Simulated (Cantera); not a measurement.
Premixed flame

A freely propagating, adiabatic, planar premixed flame of C2H4 : O2 : N2 : H2O = 1 : 3.16 : 11.9 : 0.7 (molar parts), equivalence ratio 0.95, unburnt at 450 K and 263 Torr; mixture-averaged transport, grid criteria slope 0.08 and curve 0.16, no radiation.

Model: GRI-Mech 3.0 (53 species, 325 reactions), integrated in Cantera. GRI-Mech 3.0 was tuned for natural gas; its chemistry of ethylene as a main component is partial and can be far from experiment. Burning velocities carry a grid error of a few per cent, more on coarse grids.

```
z (mm)  T (K)  u (m/s)   x C2H4    x O2   x H2O     x HCO     x HO2      x H
------  -----  -------  -------  ------  ------  --------  --------  -------
-2.12     450     1.61   0.0597   0.189  0.0418     <1e-8   2.63e-8    <1e-8
-1.42     450     1.61   0.0596   0.188  0.0418     <1e-8   5.39e-7    <1e-8
-1.06     451     1.62   0.0596   0.188  0.0418     <1e-8   3.27e-6    <1e-8
-0.708    461     1.66   0.0593   0.187  0.0426     <1e-8   3.34e-5  1.52e-8
-0.354    691     2.52   0.0519   0.170  0.0582   2.49e-6  0.000424  6.36e-5
-0.177   1113     4.14   0.0328   0.134  0.0851   5.38e-5  0.000589  0.00115
0        1525     5.77   0.0101  0.0904   0.112  0.000125  0.000276  0.00425
0.177    1741     6.63  0.00109  0.0612   0.127   5.91e-5   4.85e-5  0.00810
0.354    1803     6.86  4.79e-5  0.0475   0.132   7.94e-6   8.47e-6   0.0112
0.708    1842     6.97  4.54e-8  0.0382   0.131   9.29e-8   4.35e-6   0.0141
1.42     1889     7.10    <1e-8  0.0333   0.128   4.64e-8   3.59e-6   0.0148
2.83     1948     7.29    <1e-8  0.0307   0.130   3.40e-8   2.99e-6   0.0127
5.66     2023     7.53    <1e-8  0.0285   0.134   2.26e-8   2.38e-6  0.00936
```
x: mole fraction of selected species; z is measured from the peak of heat release.

```yaml
laminar_burning_velocity: 161 cm/s
thermal_thickness: 0.708 mm
peak x(HCO): 0.000126
peak x(HO2): 0.000592
peak x(H): 0.0149
grid_points: 174
```
